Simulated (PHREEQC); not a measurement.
0.35 g of hydrous ferric oxide (600 m²/g; 0.2 weak and 0.005 strong sites per Fe, Dzombak-Morel constants, diffuse double layer) in 1 kg of water with 0.001 mol/kgw of an inert sodium salt and 0.035 mmol/kgw MgCl2, at 25 °C; the pH is set by adding NaOH or the inert anion's acid. Oxygen is held at 0.21 atm. CO2 from the air is kept out. No solid was allowed to form.

The series has 13 steps of pH, from 4 to 10.

The numbers come from PHREEQC with the ion-association model, wateq4f.dat.

**Question.** Near which pH is half of the Mg sorbed, and on which side is more sorbed?

**Answer.** Near pH 8.0, with more sorbed at higher pH.
